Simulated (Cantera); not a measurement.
Input: 1 mol Si₂Cl₆, 0.93 mol N₂, 74 mol H₂, 41 mol NH₃, held at 0.290 bar.

Method: chemical equilibrium by Gibbs-energy minimisation in Cantera with the NASA 1993 tables (ideal gas, pure condensed phases). Candidate condensed phases: NH₄Cl, Si, Si₃N₄; 28 gas species. The feed counts by its element totals alone. Gases not in the tables: Si₂H₆ and higher silanes. Kinetics and transport are ignored.

Q: What share of the Si ends up in condensed phases as a function of T (K), at 1548, 1598, 1648, 1698, 1748, 1798, 1848, 1898, 1948, 1998, 2048, 2098?

A: 
```csv
T (K),Si condensed (%),as
1548,99.0,Si₃N₄(s)
1598,98.1,Si₃N₄(s)
1648,96.7,Si₃N₄(s)
1698,94.5,Si₃N₄(s)
1748,91.2,Si₃N₄(s)
1798,86.5,Si₃N₄(s)
1848,80.4,Si₃N₄(s)
1898,73.3,Si(l)
1948,73.7,Si(l)
1998,73.7,Si(l)
2048,72.9,Si(l)
2098,71.1,Si(l)
```
